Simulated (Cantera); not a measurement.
Feed: 1 mol C2H6, 0.46 mol NH3, 1.1 mol H2, held at 948 K and 57000 Pa.

Equilibrium computed with Cantera from the NASA thermochemical tables; the gas is ideal and each condensed phase is pure. Candidate condensed phases: C, C6H6, C7H8, C8H18; 92 gas species. The numbers say what is thermodynamically allowed, not how fast it happens.

Base state: H2 0.876, CH4 0.0750, N2 0.0492, NH3 8.67e-5 (mole fractions); condensed: C(graphite).

Q: What changes in the equilibrium state with this change: 0.062 mol H2O added?

A: 
```json
[
 {"species": "H2", "before": "0.876", "after": "0.866"},
 {"species": "CH4", "before": "0.0750", "after": "0.0733"},
 {"species": "N2", "before": "0.0492", "after": "0.0481"},
 {"species": "CO", "before": "0", "after": "0.00869"},
 {"species": "H2O", "before": "0", "after": "0.00415"},
 {"species": "CO2", "before": "0", "after": "7.53e-5"},
 {"species": "NH3", "before": "8.67e-5", "after": "8.43e-5"},
 {"species": "C(graphite), mol", "before": "1.65", "after": "1.61"}
]
```
Further candidate phases: H2O.

Q: What changes in the equilibrium state with this change: temperature from 948 K to 2525 K?

A: 
| species | before | after |
|---|---|---|
| H2 | 0.876 | 0.901 |
| N2 | 0.0492 | 0.0373 |
| H | <1e-9 | 0.0352 |
| CH4 | 0.0750 | 6.67e-5 |
| C2H2 (acetylene) | <1e-9 | 0.0108 |
| HCN | 4.47e-7 | 0.0138 |
| HNC | <1e-9 | 0.00166 |
| C4H2 | <1e-9 | 5.37e-5 |
| CH3 | <1e-9 | 4.66e-5 |
| CN | <1e-9 | 3.24e-5 |
| C2H | <1e-9 | 3.20e-5 |
| C(graphite), mol | 1.65 | 1.81 |

Q: What changes in the equilibrium state with this change: NH3 from 0.46 to 0.043 mol?

A: 
```csv
species,before,after
H2,0.876,0.913
CH4,0.0750,0.0815
N2,0.0492,0.00554
NH3,8.67e-5,3.10e-5
"C(graphite), mol",1.65,1.68
```
